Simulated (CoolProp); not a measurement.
A single-stage vapour-compression cycle with R404A: evaporating at 278.15 K (dew point), condensing at 310.15 K (bubble point), superheat 8 K, subcooling 8 K, compressor efficiency 0.75, no pressure losses. Each further row changes one setting.

The numbers come from the reference Helmholtz-energy equation of state, Lemmon 2003 in CoolProp. It is a pseudo-pure fit of the blend.

| case | cooling COP | pressure ratio | discharge temperature (K) | refrigerating effect (kJ/kg) | volumetric capacity (kJ/m³) |
|---|---|---|---|---|---|
| as stated | ___ | 2.42 | 326.5 | 134 | 4540 |
| evaporating temperature 283.15 K | 6.79 | 2.09 | ___ | ___ | ___ |
| condensing temperature 305.15 K | ___ | 2.14 | 320.5 | 142 | 4800 |
| subcooling 13 K | 5.82 | 2.42 | 326.5 | 142 | 4800 |
| superheat 18 K | 5.55 | 2.42 | 336.3 | ___ | 4610 |
| compressor efficiency 0.65 | 4.77 | 2.42 | 329.7 | 134 | 4540 |

Problem. Some entries are withheld; supply them.

Solution. 
- as stated, cooling COP: 5.51
- evaporating temperature 283.15 K, discharge temperature (K): 325.2
- evaporating temperature 283.15 K, refrigerating effect (kJ/kg): 137
- evaporating temperature 283.15 K, volumetric capacity (kJ/m³): 5390
- condensing temperature 305.15 K, cooling COP: 6.75
- superheat 18 K, refrigerating effect (kJ/kg): 144
